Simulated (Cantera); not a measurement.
Cantera run:

```python
import numpy as np
import cantera as ct

gas_names = """
    H2O2 N2 H
""".split()
cond_names = """
    Cr2N(s) Cr2O3(s) Cr2O3(L)
""".split()


# ... load() reads the species with a 1 bar reference pressure and builds the phases ...
species = {s.name: s for s in load("nasa_gas.yaml", gas_names) + load("nasa_condensed.yaml", cond_names)}
# Each term lists the table entries of one substance; the one whose range holds T is used.
reactions = {
    '2 Cr2N + 3 H2O2(g) = N2(g) + 6 H(g) + 2 Cr2O3':
        [(-2, ['Cr2N(s)']), (-3, ['H2O2']), (1, ['N2']), (6, ['H']), (2, ['Cr2O3(s)', 'Cr2O3(L)'])],
}


def pick(names, T):
    return next(species[n] for n in names if species[n].thermo.min_temp <= T <= species[n].thermo.max_temp)


results = []
for label, terms in reactions.items():
    print(label)
    print("     T/K   dH/kJ  dS/(J/K)   dG/kJ   log10 K")
    for T in [300, 725, 825, 925, 1025, 1125, 1225, 1325, 1425, 1525, 1625, 1725]:
        used = [(nu, pick(names, T)) for nu, names in terms]
        dH = sum(nu * s.thermo.h(T) for nu, s in used) / 1e6
        dS = sum(nu * s.thermo.s(T) for nu, s in used) / 1e3
        dG = dH - T * dS / 1e3
        logK = -dG * 1e6 / (ct.gas_constant * T * np.log(10))
        results.append((label, T, dH, dS, dG, logK, [s.name for _, s in used]))
        print(f"{T:8g} {dH:8.1f} {dS:8.1f} {dG:8.1f} {logK:8.2f}")
```

Result:

```
2 Cr2N + 3 H2O2(g) = N2(g) + 6 H(g) + 2 Cr2O3
     T/K   dH/kJ  dS/(J/K)   dG/kJ   log10 K
     300   -302.0    207.0   -364.0    63.38
     725   -265.1    287.6   -473.6    34.12
     825   -258.8    295.6   -502.7    31.83
     925   -253.5    301.7   -532.6    30.08
    1025   -249.0    306.4   -563.0    28.69
    1125   -245.3    309.8   -593.8    27.57
    1225   -242.3    312.4   -625.0    26.65
    1325   -240.0    314.2   -656.3    25.87
    1425   -238.4    315.3   -687.8    25.21
    1525   -237.5    316.0   -719.3    24.64
    1625   -237.2    316.2   -751.0    24.14
    1725   -237.5    316.0   -782.6    23.70
```

Standard-state values (1 bar) from the NASA 1993 polynomials, evaluated with Cantera. Condensed species are held in their standard states even where they would react or evaporate.
